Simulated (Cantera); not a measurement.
An isothermal, constant-pressure homogeneous reactor starts with 36.7 % H2, 56.5 % O2, 6.78 % N2, at 1425 K and 10.00 Torr.

Detailed kinetics in Cantera: the H2/O2 subset of GRI-Mech 3.0, which has no nitrogen chemistry. Radical loss at walls, strong at low pressure, is not modelled. The temperature is held fixed by assumption; the heat of reaction is taken as removed at once.

One state of this run: x H2 = 0.00913; x O2 = 0.448; x H2O = 0.413; x O = 0.0207; x H = 0.0144; x HO2 = 6.64e-6. x: mole fraction; the columns are a selection and need not sum to one.

Q: Which value of t (s) does it belong to?
A. 0.0300
B. 0.169
C. 0.00533
D. 3.00e-5

A: A, 0.0300
